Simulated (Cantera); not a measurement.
A perfectly stirred reactor is fed with H₂ : O₂ : N₂ = 1.4 : 1 : 1.5 (molar parts), at 420 Torr; it is held at 1225 K, and followed from long to short residence time.

Computed with Cantera and the H2/O2 subset of GRI-Mech 3.0, which has no nitrogen chemistry. The temperature is held fixed by assumption; the heat of reaction is taken as removed at once.

Task: Predict: x(H₂) at τ = 2.90 s; x(O₂) at τ = 2.90 s; x(O) at τ = 2.90 s; x(OH) at τ = 2.90 s; x(H₂O₂) at τ = 2.90 s; x(H₂) at τ = 69.0 ms; x(O₂) at τ = 69.0 ms; x(O) at τ = 69.0 ms; x(OH) at τ = 69.0 ms; x(H₂O₂) at τ = 69.0 ms.

Result: 
| Property | Value |
|---|---|
| x(H₂) at τ = 2.90 s | 0.000129 |
| x(O₂) at τ = 2.90 s | 0.0938 |
| x(O) at τ = 2.90 s | 5.17e-6 |
| x(OH) at τ = 2.90 s | 0.000121 |
| x(H₂O₂) at τ = 2.90 s | 4.18e-7 |
| x(H₂) at τ = 69.0 ms | 0.00153 |
| x(O₂) at τ = 69.0 ms | 0.0943 |
| x(O) at τ = 69.0 ms | 8.41e-5 |
| x(OH) at τ = 69.0 ms | 0.000419 |
| x(H₂O₂) at τ = 69.0 ms | 2.84e-6 |
